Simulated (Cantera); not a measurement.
What does this Cantera script print?

```python
import numpy as np
import cantera as ct

gas_names = """
    C CN C2 CCN CNC C2N2 C3 C4 C4N2 C5 N N2 Si SiC SiC2 SiN Si2 Si2C Si2N Si3
""".split()
cond_names = """
    C(gr) Si(cr) Si(L) SiC(b) Si3N4(a)
""".split()


# ... load() reads the species with a 1 bar reference pressure and builds the phases ...
atoms = {
    'Si3N4': {'Si': 3, 'N': 4},
    'C': {'C': 1},
    'N2': {'N': 2},
    'Si': {'Si': 1},
}
top_T = {'C(gr)': 4500, 'SiC(b)': 3050, 'Si3N4(a)': 2400}  # K; cautious upper limits of use, not melting points


# ... equilibrate(T, P, feed) seeds the gas with the atoms and calls Mixture.equilibrate('TP', solver="vcs", rtol=1e-11, max_steps=5000) ...
results = []
feed = {'Si3N4': 1, 'C': 0.052, 'N2': 0.15, 'Si': 0.29}  # mol
T = 2300  # K
P = 450000  # Pa
mix = equilibrate(T, P, feed)
results.append((T, P, feed, dict(zip(mix.species_names, mix.species_moles))))
print(gas.report(threshold=1e-06))
for i in range(1, mix.n_phases):
    print(f"{mix.phase(i).name:16s} {mix.phase_moles(i):12.5e} mol")
```

Output:

```
       temperature   2300 K
          pressure   4.5e+05 Pa
           density   0.65932 kg/m^3
  mean mol. weight   28.018 kg/kmol
   phase of matter   gas

                          1 kg             1 kmol
                     ---------------   ---------------
          enthalpy        2.3956e+06        6.7122e+07  J
   internal energy        1.7131e+06        4.7999e+07  J
           entropy            8731.3        2.4464e+05  J/K
    Gibbs function       -1.7686e+07       -4.9554e+08  J
 heat capacity c_p            1301.8             36474  J/K
 heat capacity c_v              1005             28159  J/K

                      mass frac. Y      mole frac. X     chem. pot. / RT
                     ---------------   ---------------   ---------------
                CN        1.0626e-06        1.1443e-06           -17.972
                N2           0.99949           0.99964           -25.918
                Si        0.00020753        0.00020704           -6.6618
               SiN        9.2321e-05        6.1453e-05           -19.621
               Si2        8.0109e-06         3.996e-06           -13.324
              Si2C        4.0948e-05        1.6827e-05           -18.336
              Si2N        0.00015728        6.2795e-05           -26.282
     [  +13 minor]         4.167e-06        1.7946e-06

C(gr)             0.00000e+00 mol
Si(L)             3.23710e+00 mol
SiC(b)            5.19569e-02 mol
Si3N4(a)          0.00000e+00 mol
```

Method: chemical equilibrium by Gibbs-energy minimisation in Cantera with the NASA 1993 tables (ideal gas, pure condensed phases). Mutual solubility and eutectic melting of coexisting phases are not modelled. The tables' values for SiN are old estimates; treat these amounts as uncertain.
